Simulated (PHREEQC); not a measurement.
A solution holds 0.012 mol HF, 4.7e-05 mol NH4F and 9e-05 mol H2SO4 per kg of water, at 20 °C. It is in equilibrium with CO2 at log p = -3.4 (atm). Otherwise closed; pH follows from the charge balance.

All values are PHREEQC results (ion-association model, phreeqc.dat), not measurements.

```json
[
 {"quantity": "pH", "before": "2.57", "after": "3.19"},
 {"quantity": "ionic strength (mol/kgw)", "before": "0.00297", "after": "0.000675"},
 {"quantity": "HF (mol/kgw)", "before": "0.00922", "after": "0.000555"},
 {"quantity": "F- (mol/kgw)", "before": "0.00265", "after": "0.000647"},
 {"quantity": "HF2- (mol/kgw)", "before": "8.97e-5", "after": "1.32e-6"},
 {"quantity": "SO4-2 (mol/kgw)", "before": "7.51e-5", "after": "8.56e-6"}
]
```

Which change was made?
(A) temperature from 20 to 35 °C
(B) NH4F left out
(C) diluted 10-fold with water
(D) diluted 5-fold with water
(E) H2SO4 from 9e-05 to 0.00045 mol/kgw

C, diluted 10-fold with water

Precipitation was switched off in this run.
